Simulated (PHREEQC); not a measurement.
Solution (25 °C): 0.033 mol/kgw AgNO3. Closed to the air; pH follows from the charge balance.

The numbers come from PHREEQC with the ion-association model, wateq4f.dat.

Precipitation was switched off in this run.

Question: Predict the pH.

Answer: pH 6.73.

Question: In which forms is N present?

Answer: NO3- 99 %, AgNO3 1.2 % of the N.

Species that the database lacks are ignored.
